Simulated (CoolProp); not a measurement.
Saturated liquid density (kg/m³) of R1234ze(E): the reference equation beside estimates from Tc = 382.5 K, pc = 36.35 bar, ω = 0.313. Rackett uses Z = 0.29056 − 0.08775 ω.

Values from CoolProp's reference Helmholtz-energy equation of state, Thol 2016.

```tsv
T (K)	reference	Rackett	van der Waals	Redlich-Kwong
190.6	1457	1483	855.3	1270
198.8	1437	1463	845.0	1253
206.9	1416	1443	834.4	1235
215.1	1396	1422	823.5	1217
223.3	1375	1401	812.2	1198
231.4	1354	1380	800.7	1178
239.6	1333	1357	788.7	1157
247.7	1311	1335	776.4	1136
255.9	1289	1312	763.5	1113
264.1	1266	1288	750.1	1089
272.2	1243	1263	736.3	1065
280.4	1219	1238	721.8	1039
288.6	1194	1211	706.6	1012
296.7	1168	1184	690.9	983.7
```

Absolute difference from the reference over all 14 rows, mean and median: Rackett 1.7 and 1.8 %, van der Waals 40.9 and 40.8 %, Redlich-Kwong 13.7 and 13.3 %.
